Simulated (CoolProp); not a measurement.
Vapour-liquid equilibrium of CF4 (R14) (1) + R13 (2) at 155.5 K; x and y are mole fractions of (1).

The numbers come from the multi-fluid Helmholtz-energy mixture model, Platzer 1990 and Platzer 1990; pair parameters Bell 2016 in CoolProp. This equation is an older, rougher fit; its heat capacities, sound speeds and derivatives of the liquid may be far off and weren't checked against measurements.

Problem. Give the bubble pressure and the first vapour's composition at x = 0.05, 0.2, 0.95. Is there an azeotrope?

Solution. x = 0.05: 0.2343 bar, y = 0.646; x = 0.2: 0.6089 bar, y = 0.881; x = 0.95: 1.899 bar, y = 0.996. No azeotrope shows between x = 0.05 and 0.95.

Pair parameters are fitted to limited data, so mixtures are less certain than the pure fluids.
